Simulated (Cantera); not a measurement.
An isothermal, constant-pressure homogeneous reactor starts with N₂O = 1 (molar parts), at 1600 K and 0.710 bar. Integrator tolerance rtol = 1e-08.

Model: GRI-Mech 3.0 (53 species, 325 reactions), integrated in Cantera. GRI-Mech 3.0 was tuned for natural gas; its chemistry of N2O as a main component is partial and can be far from experiment. The temperature is held fixed by assumption; the heat of reaction is taken as removed at once.

**Question.** What does this change do: temperature 1600 to 1025 K?

**Answer.** 
```csv
quantity,before,after
x(N₂O) at 80.0 s,3.42e-6 (gas-phase equilibrium 1.04e-7),0.438 (gas-phase equilibrium 2.96e-9)
x(NO) at 80.0 s,0.0984 (gas-phase equilibrium 0.00225),0.0156 (gas-phase equilibrium 4.77e-5)
x(O₂) at 80.0 s,0.284 (gas-phase equilibrium 0.332),0.179 (gas-phase equilibrium 0.333)
x(O) at 80.0 s,9.25e-6 (gas-phase equilibrium 9.98e-6),4.69e-8 (gas-phase equilibrium 2.28e-10)
x(N₂) at 80.0 s,0.617 (gas-phase equilibrium 0.666),0.367 (gas-phase equilibrium 0.667)
```
The mechanism lacks the step 2 NO + O2 → 2 NO2, which can matter for NO2 below about 1400 K.
